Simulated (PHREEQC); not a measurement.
HCl is added in steps, without added water, to 1 kg of water holding 0.0012 mol MgCl2 and 5.8e-05 mol NaHCO3, at 20 °C. CO2 from the air is kept out. No solid was allowed to form.

Base run: PHREEQC, Pitzer model, pitzer.dat. Each further column changes one thing. The table gives pH.

```csv
HCl added (mol),base,NaHCO3 from 5.8e-05 to 8.7e-05 mol/kgw,0.00011 mol/kgw Na2CO3 added,diluted 2-fold with water,solids may form
0,7.99,8.05,9.81,7.91,7.99
0.00012,4.23,4.49,7.51,4.06,4.23
0.00027,3.70,3.77,5.29,3.64,3.70
0.00039,3.51,3.55,3.98,3.46,3.51
0.00054,3.35,3.37,3.61,3.31,3.35
0.00066,3.25,3.27,3.45,3.22,3.25
0.00081,3.15,3.17,3.30,3.13,3.15
0.00093,3.09,3.11,3.22,3.07,3.09
0.00108,3.02,3.03,3.13,3.00,3.02
0.0012,2.97,2.99,3.07,2.96,2.97
```

 In at least one series the solution becomes supersaturated in solids that the run did not let form, among them Magnesite. Solids allowed in the column 'solids may form': Bischofite, Brucite, Halite, Magnesite, Nahcolite, Natron, Trona, MgCl2_4H2O.
